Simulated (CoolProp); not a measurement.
Vapour-liquid equilibrium of CH2F2 (R32) (1) + fluoroethane (R161) (2) at 297.5 K; x and y are mole fractions of (1).

Model: multi-fluid Helmholtz-energy mixture model, Tillner-Roth 1997 and Wu 2012; pair parameters Bell 2016, in CoolProp.

| x | bubble pressure, mixture model (MPa) | bubble pressure, Raoult's law (MPa) | y, mixture model | y, Raoult's law |
|---|---|---|---|---|
| 0.05 | 0.9545 | 0.9458 | 0.087 | 0.088 |
| 0.125 | 1.020 | 1.002 | (withheld) | 0.207 |
| 0.2 | 1.082 | 1.059 | 0.299 | 0.314 |
| 0.275 | 1.141 | 1.115 | 0.387 | 0.410 |
| 0.35 | 1.198 | 1.171 | 0.467 | 0.496 |
| 0.425 | 1.254 | 1.228 | 0.540 | 0.575 |
| 0.5 | 1.308 | 1.284 | 0.610 | 0.646 |
| 0.575 | 1.361 | 1.341 | 0.675 | 0.712 |
| 0.65 | 1.414 | 1.397 | 0.737 | 0.772 |
| 0.725 | (withheld) | 1.454 | 0.797 | 0.828 |
| 0.8 | (withheld) | 1.510 | 0.855 | 0.880 |
| 0.875 | 1.572 | 1.566 | 0.911 | 0.928 |
| 0.95 | 1.625 | 1.623 | 0.965 | 0.972 |

Question: What belongs in the gaps?

Answer: 
- 0.125, y, mixture model: 0.201
- 0.725, bubble pressure, mixture model (MPa): 1.466
- 0.8, bubble pressure, mixture model (MPa): 1.519

The largest gap from Raoult's law is +2.3 % in bubble pressure, at x = 0.275. No azeotrope shows between x = 0.05 and 0.95.

Pair parameters are fitted to limited data, so mixtures are less certain than the pure fluids.
